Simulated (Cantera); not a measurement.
Cantera run:

```python
import numpy as np
import cantera as ct

gas_names = """
    C CH CH2 CH3 CH2OH CH3O CH4 CH3OH CN CO CO2 COOH C2 C2H CHCO,ketyl C2H2,acetylene C2H2,vinylidene
    CH2CO,ketene C2H3,vinyl CH3CN CH3CO,acetyl C2H4 C2H4O,ethylen CH3CHO,ethanal CH3COOH (HCOOH)2 C2H5
    C2H6 CH3OCH3 C2H5OH CCN CNC C2N2 C2O C3 C3H3,propargyl C3H4,allene C3H4,propyne C3H4,cyclo-
    C3H5,allyl C3H6,propylene C3H6,cyclo- C3H6O C3H7,n-propyl C3H7,i-propyl C3H8 C3H8O,1propanol
    C3H8O,2propanol C3O2 C4 C4H2 C4H4,1,3-cyclo- C4H6,butadiene C4H6,2-butyne C4H6,cyclo- C4H8,1-butene
    C4H8,cis2-buten C4H8,tr2-butene C4H8,isobutene C4H8,cyclo- (CH3COOH)2 C4H9,n-butyl C4H9,i-butyl
    C4H9,s-butyl C4H9,t-butyl C4H10,isobutane C4H10,n-butane C4N2 C5 C5H6,1,3cyclo- C5H8,cyclo-
    C5H10,1-pentene C5H10,cyclo- C5H11,pentyl C5H11,t-pentyl C5H12,n-pentane C5H12,i-pentane
    CH3C(CH3)2CH3 C6H2 C6H5,phenyl C6H5O,phenoxy C6H6 C6H5OH,phenol C6H10,cyclo- C6H12,1-hexene
    C6H12,cyclo- C6H13,n-hexyl C7H7,benzyl C7H8 C7H8O,cresol C7H14,1-heptene C7H15,n-heptyl
    C7H16,n-heptane C8H8,styrene C8H10,ethylbenz C8H16,1-octene C8H17,n-octyl C8H18,isooctane
    C8H18,n-octane C9H19,n-nonyl C10H8,naphthale C10H21,n-decyl C12H9,o-bipheny C12H10,bipheny H HCN HCO
    HCCN HNC HNCO HNO HNO2 HNO3 HO2 H2 HCHO,formaldehy HCOOH H2O H2O2 N NCO NH NH2 NH3 NH2OH NO NO2 NO3
    N2 N2H2 N2H4 N2O O OH O2 O3 Si SiC SiC2 SiC4H12 SiH SiH2 SiH3 SiH4 SiN SiO SiO2 Si2 Si2C Si2N Si3
""".split()
cond_names = """
    C(gr) C6H6(L) C7H8(L) C8H18(L),n-octa H2O(s) H2O(L) Si(cr) Si(L) SiC(b) SiO2(Lqz) SiO2(hqz) SiO2(L)
    Si2N2O(s) Si3N4(a)
""".split()


def load(file, names, dense=False):
    # The tables refer to 1 bar. Condensed volumes are neglected.
    table = {s.name: s for s in ct.Species.list_from_file(file)}
    out = []
    for n in names:
        d = dict(table[n].input_data)
        d["thermo"] = dict(d["thermo"], **{"reference-pressure": 1e5})
        if dense:
            d["equation-of-state"] = {"model": "constant-volume", "density": "1e6 g/cm^3"}
        out.append(ct.Species.from_dict(d))
    return out


gas = ct.Solution(thermo="ideal-gas", species=load("nasa_gas.yaml", gas_names))
cond = {s.name: ct.Solution(thermo="fixed-stoichiometry", species=[s], name=s.name)
        for s in load("nasa_condensed.yaml", cond_names, dense=True)}
atoms = {
    'Si2H6': {'Si': 2, 'H': 6},
    'N2O': {'N': 2, 'O': 1},
    'CO2': {'C': 1, 'O': 2},
}
top_T = {'C(gr)': 4500, 'SiC(b)': 3050, 'Si2N2O(s)': 2100, 'Si3N4(a)': 2400}  # K; cautious upper limits of use, not melting points


def equilibrate(T, P, feed):
    n = {}
    for name, mol in feed.items():
        for a, k in atoms[name].items():
            n[a] = n.get(a, 0.0) + k * mol
    gas.TPX = T, P, n
    mass = sum(n.values()) * gas.mean_molecular_weight
    gas.equilibrate("TP")
    valid = [c for c in cond.values() if c.min_temp <= T <= top_T.get(c.name, c.max_temp)]
    mix = ct.Mixture([(gas, mass / gas.mean_molecular_weight)] + [(c, 0.0) for c in valid])
    mix.T, mix.P = T, P
    mix.equilibrate("TP", solver="vcs", rtol=1e-11, max_steps=5000)
    return mix


results = []
T = 1873.15  # K
P = 100  # Pa
for m in [0.27, 0.35, 0.44, 0.57, 0.72, 0.93, 1.2, 1.5, 1.9, 2.5, 3.2, 4]:
    feed = {'Si2H6': 1, 'N2O': 0.56, 'CO2': m}  # mol
    mix = equilibrate(T, P, feed)
    results.append((T, P, feed, dict(zip(mix.species_names, mix.species_moles))))

top = {s: max(r[3][s] / sum(r[3][g] for g in gas_names) for r in results) for s in gas_names}
cols = sorted((s for s in top if top[s] > 0.001), key=lambda s: -top[s])[:8]
seen = [c for c in cond_names if any(r[3].get(c, 0) > 1e-12 for r in results)]
print("log10 of partial pressures in bar; condensed amounts in mol")
print(f"{'n(CO2)':>10s}" + "".join(f"{s[:9]:>10s}" for s in cols + seen))
for T, P, feed, n in results:
    ng = sum(n[g] for g in gas_names)
    print(f"{feed['CO2']:10.4g}" + "".join(f"{np.log10(max(n[s] / ng * P / 1e5, 1e-99)):10.3f}" for s in cols)
          + "".join(f"{n.get(c, 0):10.4g}" for c in seen))
```

It prints:

```
log10 of partial pressures in bar; condensed amounts in mol
    n(CO2)        H2        CO       SiO        N2       H2O       CO2         H        Si     Si(L)    SiC(b)   SiO2(L)
      0.27    -3.205    -4.490    -3.700    -3.928    -9.912   -11.810    -4.792    -5.054    0.8924    0.1154         0
      0.35    -3.219    -4.445    -3.655    -3.943    -9.882   -11.721    -4.799    -5.054    0.6955     0.173         0
      0.44    -3.235    -4.403    -3.613    -3.959    -9.856   -11.637    -4.807    -5.054    0.4741    0.2379         0
      0.57    -3.257    -4.353    -3.563    -3.980    -9.828   -11.537    -4.818    -5.054    0.1543    0.3315         0
      0.72    -3.281    -4.170    -3.543    -4.004    -9.749   -11.252    -4.830    -5.135         0     0.337         0
      0.93    -3.312    -3.942    -3.545    -4.034    -9.667   -10.911    -4.845    -5.250         0    0.2361         0
       1.2    -3.349    -3.780    -3.549    -4.071    -9.626   -10.670    -4.864    -5.333         0     0.103         0
       1.5    -3.389    -3.677    -3.551    -4.103    -5.127    -6.028    -4.884    -9.874         0         0         0
       1.9    -3.401    -3.581    -3.635    -4.107    -4.831    -5.624    -4.890   -10.266         0         0    0.3367
       2.5    -3.412    -3.467    -3.807    -4.111    -4.670    -5.338    -4.896   -10.610         0         0    0.8715
       3.2    -3.443    -3.376    -4.089    -4.122    -4.419    -4.965    -4.911   -11.174         0         0     1.396
         4    -3.523    -3.320    -4.467    -4.148    -4.121    -4.531    -4.951   -11.930         0         0     1.731
```

Equilibrium computed with Cantera from the NASA thermochemical tables; the gas is ideal and each condensed phase is pure. The feed counts by its element totals alone. Mutual solubility and eutectic melting of coexisting phases are not modelled. The tables' values for SiN, SiO2 are old estimates; treat these amounts as uncertain. The tables hold silica as quartz up to 1696 K and as liquid above; real silica turns to tridymite and cristobalite and melts near 1996 K. Gases not in the tables: Si2H6 and higher silanes.
